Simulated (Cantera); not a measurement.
A perfectly stirred reactor is fed with NO : N2 = 1 : 1.8 (molar parts), at 1330 Pa; it is held at 2223 K, and followed from long to short residence time.

Computed with Cantera and GRI-Mech 3.0 (53 species, 325 reactions). Radical loss at walls, strong at low pressure, is not modelled.

Task: Predict: x(NO) at τ = 0.930 s; x(NO2) at τ = 0.930 s; x(O) at τ = 0.930 s; x(O2) at τ = 0.930 s; x(N2) at τ = 0.930 s; x(NO) at τ = 38.0 ms; x(NO2) at τ = 38.0 ms; x(O) at τ = 38.0 ms; x(O2) at τ = 38.0 ms; x(N2) at τ = 38.0 ms.

Result: 
```
Item                     Result
---------------------  --------
x(NO) at τ = 0.930 s      0.220
x(NO2) at τ = 0.930 s   1.79e-5
x(O) at τ = 0.930 s     0.00636
x(O2) at τ = 0.930 s     0.0646
x(N2) at τ = 0.930 s      0.709
x(NO) at τ = 38.0 ms      0.356
x(NO2) at τ = 38.0 ms   2.15e-6
x(O) at τ = 38.0 ms    0.000543
x(O2) at τ = 38.0 ms   0.000399
x(N2) at τ = 38.0 ms      0.643
```
